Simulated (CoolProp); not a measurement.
Properties of n-dodecane at several states.

Computed with CoolProp (reference Helmholtz-energy equation of state, Lemmon 2004). It is a short technical equation, of lower accuracy than the large ones.

```tsv
T (°C)	p (MPa)	phase	speed of sound (m/s)	expansivity (1/kK)
266.35	4.82	liquid	…	…
334.15	1.77	liquid	303.4	…
81.15	1.58	liquid	…	…
292.25	1.03	liquid	415.1	2.450
31.35	0.0158	liquid	1255	0.9983
```

### Question
Fill in the missing entries.

### Answer

- 266.35, speed of sound (m/s): 567.7
- 266.35, expansivity (1/kK): 1.653
- 334.15, expansivity (1/kK): 3.521
- 81.15, speed of sound (m/s): 1082
- 81.15, expansivity (1/kK): 1.044
